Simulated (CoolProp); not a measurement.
Vapour-liquid equilibrium of propane (1) + R114 (2) at 290.8 K; x and y are mole fractions of (1).

Computed with CoolProp (multi-fluid Helmholtz-energy mixture model, Lemmon 2009 and Platzer 1990; pair parameters Bell 2016). This equation is an older, rougher fit; its heat capacities, sound speeds and derivatives of the liquid may be far off and weren't checked against measurements.

```tsv
x	bubble pressure, mixture model (kPa)	bubble pressure, Raoult's law (kPa)	y, mixture model	y, Raoult's law
0.05	212.1	199.0	0.234	0.197
0.15	292.2	260.8	0.484	0.452
0.25	363.2	322.6	0.618	0.609
0.35	427.2	384.3	0.705	0.716
0.45	486.1	446.1	0.769	0.793
0.55	541.6	507.9	0.820	0.851
0.65	595.1	569.7	0.863	0.897
0.75	648.2	631.4	0.903	0.933
0.85	701.9	693.2	0.942	0.964
0.95	757.3	755.0	0.980	0.989
```

The largest gap from Raoult's law is +12.6 % in bubble pressure, at x = 0.25. No azeotrope shows between x = 0.05 and 0.95.

The pair parameters rest on a limited set of measurements; away from them the model extrapolates.
